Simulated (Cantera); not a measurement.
## SiF4 + N2 (silicon nitride deposition)

Charge: 1 mol SiF4, 0.57 mol N2, equilibrated at 1875 K and 100000 Pa.

Method: chemical equilibrium by Gibbs-energy minimisation in Cantera with the NASA 1993 tables (ideal gas, pure condensed phases). Candidate condensed phases: Si, Si3N4; 16 gas species. The tables' values for SiF3 are old estimates; treat these amounts as uncertain. Kinetics and transport are ignored.

| Item | Result |
|---|---|
| x(SiF4) | 0.637 |
| x(N2) | 0.363 |
| x(F) | 4.15e-5 |
| x(SiF3) | 4.15e-5 |
| gas amount | 1.570 mol |
| log10 activity of Si(l) (absent) | -15.92 |
